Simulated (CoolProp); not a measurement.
The fluid at 293.15 K and 0.365 MPa is throttled through a valve to 0.029 MPa with no heat exchange. The same conditions are run with several fluids, on thermodynamics alone (safety and materials aside).

Model: reference Helmholtz-energy equation of state of each fluid (carbonyl sulfide: Lemmon 2006; carbon dioxide: Span 1996; ethane: Bücker 2006; nitrous oxide: Lemmon 2006; CH2F2 (R32): Tillner-Roth 1997), in CoolProp.

```json
[
 {"fluid": "carbonyl sulfide", "temperature change (K)": "-7.4", "final density (kg/m³)": "0.736"},
 {"fluid": "carbon dioxide", "temperature change (K)": "-3.9", "final density (kg/m³)": "0.532"},
 {"fluid": "ethane", "temperature change (K)": "-3.9", "final density (kg/m³)": "0.363"},
 {"fluid": "nitrous oxide", "temperature change (K)": "-3.9", "final density (kg/m³)": "0.532"},
 {"fluid": "CH2F2 (R32)", "temperature change (K)": "-9.6", "final density (kg/m³)": "0.643"}
]
```
